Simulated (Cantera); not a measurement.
**Premixed flame**

A freely propagating, adiabatic, planar premixed flame of 18.2 % H2, 17.2 % O2, 64.6 % N2, equivalence ratio 0.53, unburnt at 675 K and 1.01 bar; mixture-averaged transport, grid criteria slope 0.08 and curve 0.16, no radiation.

Detailed kinetics in Cantera: the H2/O2 subset of GRI-Mech 3.0, which has no nitrogen chemistry. Burning velocities carry a grid error of a few per cent, more on coarse grids. Lean hydrogen flames are cellular in practice and burn faster than this planar one.

```tsv
z (mm)	T (K)	u (m/s)	x H2	x O2	x O	x H2O2	x H	x H2O
-1.33	675	5.06	0.182	0.172	<1e-8	<1e-8	<1e-8	<1e-8
-0.888	675	5.06	0.182	0.172	<1e-8	<1e-8	<1e-8	<1e-8
-0.666	675	5.06	0.182	0.172	<1e-8	<1e-8	<1e-8	5.61e-8
-0.444	675	5.06	0.181	0.172	4.11e-8	2.81e-8	3.33e-7	5.10e-6
-0.222	710	5.26	0.169	0.173	2.61e-5	7.81e-6	0.000280	0.00264
-0.111	897	6.50	0.134	0.167	0.000572	1.23e-5	0.00379	0.0244
0	1216	8.62	0.0700	0.138	0.00486	7.95e-6	0.0147	0.0866
0.111	1461	10.3	0.0254	0.104	0.0107	4.31e-6	0.0192	0.144
0.222	1595	11.1	0.0133	0.0921	0.0119	2.37e-6	0.0159	0.164
0.444	1730	12.0	0.00887	0.0882	0.00963	1.20e-6	0.00952	0.175
0.888	1843	12.7	0.00582	0.0872	0.00616	6.52e-7	0.00442	0.183
1.78	1924	13.2	0.00308	0.0873	0.00319	3.81e-7	0.00154	0.190
3.55	1972	13.5	0.00131	0.0879	0.00134	2.25e-7	0.000405	0.194
```
x: mole fraction of selected species; z is measured from the peak of heat release.

* **laminar burning velocity**: 506 cm/s
* **thermal thickness**: 0.444 mm
* **peak x(O)**: 0.0119
* **peak x(H2O2)**: 1.28e-5
* **peak x(H)**: 0.0193
* **grid points**: 122
